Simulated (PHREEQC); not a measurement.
# Hard or scaling water: speciation

Dissolve 0.0042 mol/kgw CaSO4 and 0.00027 mol/kgw Na2HPO4 at 20 °C. Closed to the air; pH follows from the charge balance.

Model: ion-association model, phreeqc.dat, run in PHREEQC.

No solid was allowed to form.

### Question
Estimate the pH.

### Answer
pH 7.94.

### Question
In which forms is Na present?

### Answer
Na+ 99 %, NaSO4- 1.0 % of the Na.

The solution is supersaturated, for example in Hydroxyapatite, so a real one may precipitate; this is no full list.
